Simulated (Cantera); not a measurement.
Feed: 1 mol Al2O3, 50 mol H2, equilibrated at 1900 K and 0.170 bar.

Cantera equilibrium calculation (NASA polynomials, part measured and part estimated; ideal gas, pure solids and liquids). Candidate condensed phases: Al, Al2O3, H2O; 19 gas species. Rates play no part.

Base state: H2 0.998, H 0.00192, H2O 7.41e-5, Al 3.19e-5 (mole fractions); condensed: Al2O3(s).

### Question
What changes in the equilibrium state with this change: temperature from 1900 K to 2175 K?

### Answer
```csv
species,before,after
H2,0.998,0.987
H,0.00192,0.0118
H2O,7.41e-5,0.000888
Al,3.19e-5,0.000345
Al2O,8.84e-6,0.000152
AlOH,3.40e-6,5.29e-5
AlH,4.63e-6,2.78e-5
"Al2O3(s), mol",0.999,0.982
```
The tables' values for AlOH are old estimates; treat these amounts as uncertain.

### Question
What changes in the equilibrium state with this change: pressure from 0.170 bar to 4.60 bar?

### Answer
```json
[
 {"species": "H2", "before": "0.998", "after": "1.000"},
 {"species": "H", "before": "0.00192", "after": "0.000370"},
 {"species": "H2O", "before": "7.41e-5", "after": "2.39e-5"},
 {"species": "Al", "before": "3.19e-5", "after": "6.46e-6"},
 {"species": "Al2O3(s), mol", "before": "0.999", "after": "1.000"}
]
```

### Question
What changes in the equilibrium state with this change: pressure from 0.170 bar to 0.100 bar?

### Answer
```csv
species,before,after
H2,0.998,0.997
H,0.00192,0.00251
H2O,7.41e-5,8.99e-5
Al,3.19e-5,4.05e-5
Al2O,8.84e-6,1.02e-5
"Al2O3(s), mol",0.999,0.998
```
